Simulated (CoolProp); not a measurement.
Saturation properties of fluorine (Tc = 144.4 K, pc = 52.40 bar, ω = 0.045).

Model: reference Helmholtz-energy equation of state, de Reuck 1990, in CoolProp.

```json
[
 {"T (K)": "82.6", "p (bar)": "0.7595", "liquid density (kg/m³)": "…", "vapour density (kg/m³)": "4.325"},
 {"T (K)": "86.7", "p (bar)": "1.221", "liquid density (kg/m³)": "1490", "vapour density (kg/m³)": "6.701"},
 {"T (K)": "90.7", "p (bar)": "1.856", "liquid density (kg/m³)": "1461", "vapour density (kg/m³)": "9.866"},
 {"T (K)": "94.8", "p (bar)": "2.739", "liquid density (kg/m³)": "1431", "vapour density (kg/m³)": "14.17"},
 {"T (K)": "98.8", "p (bar)": "3.875", "liquid density (kg/m³)": "1400", "vapour density (kg/m³)": "19.60"},
 {"T (K)": "102.9", "p (bar)": "…", "liquid density (kg/m³)": "1366", "vapour density (kg/m³)": "26.66"},
 {"T (K)": "107", "p (bar)": "7.245", "liquid density (kg/m³)": "1332", "vapour density (kg/m³)": "35.52"},
 {"T (K)": "111", "p (bar)": "9.496", "liquid density (kg/m³)": "…", "vapour density (kg/m³)": "46.23"},
 {"T (K)": "115.1", "p (bar)": "12.29", "liquid density (kg/m³)": "1257", "vapour density (kg/m³)": "59.75"},
 {"T (K)": "119.1", "p (bar)": "15.53", "liquid density (kg/m³)": "1217", "vapour density (kg/m³)": "76.01"},
 {"T (K)": "123.2", "p (bar)": "19.46", "liquid density (kg/m³)": "1172", "vapour density (kg/m³)": "96.67"},
 {"T (K)": "127.2", "p (bar)": "…", "liquid density (kg/m³)": "1123", "vapour density (kg/m³)": "122.0"},
 {"T (K)": "131.3", "p (bar)": "29.24", "liquid density (kg/m³)": "1066", "vapour density (kg/m³)": "155.3"},
 {"T (K)": "135.4", "p (bar)": "35.38", "liquid density (kg/m³)": "996.2", "vapour density (kg/m³)": "…"},
 {"T (K)": "139.4", "p (bar)": "42.24", "liquid density (kg/m³)": "906.9", "vapour density (kg/m³)": "265.2"}
]
```

Problem. What belongs in the gaps?

Solution. 
- 82.6, liquid density (kg/m³): 1519
- 102.9, p (bar): 5.368
- 111, liquid density (kg/m³): 1296
- 127.2, p (bar): 23.93
- 135.4, vapour density (kg/m³): 200.3

It boils at 85.0 K under 1 atm.
